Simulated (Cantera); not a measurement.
A perfectly stirred reactor is fed with C2H6 : H2 = 1 : 17 (molar parts), at 0.233 Torr; it is held at 1500 K, and followed from long to short residence time.

Detailed kinetics in Cantera: GRI-Mech 3.0 (53 species, 325 reactions). GRI-Mech 3.0 stops at C3 and has no aromatics, soot or wall deposition, so with more carbon than oxygen in the feed, carbon stays in small species such as C2H2 where larger ones or solid carbon would form. Radical loss at walls, strong at low pressure, is not modelled.

Question: What does this change do: H2 17 to 2.5 parts?

Answer: 
```json
[
 {"quantity": "x(C2H6) at τ = 3.20 s", "before": "0.000442", "after": "0.00207"},
 {"quantity": "x(H2) at τ = 3.20 s", "before": "0.919", "after": "0.710"},
 {"quantity": "x(CH2) at τ = 3.20 s", "before": "1.22e-6", "after": "2.39e-6"},
 {"quantity": "x(C2H2) at τ = 3.20 s", "before": "0.0230", "after": "0.121"},
 {"quantity": "x(H) at τ = 3.20 s", "before": "0.00143", "after": "0.00121"},
 {"quantity": "x(C2H6) at τ = 16.0 ms", "before": "0.0378", "after": "0.179"},
 {"quantity": "x(H2) at τ = 16.0 ms", "before": "0.935", "after": "0.686"},
 {"quantity": "x(CH2) at τ = 16.0 ms", "before": "1.77e-6", "after": "7.71e-6"},
 {"quantity": "x(C2H2) at τ = 16.0 ms", "before": "0.000270", "after": "0.00214"},
 {"quantity": "x(H) at τ = 16.0 ms", "before": "0.00102", "after": "0.00103"}
]
```
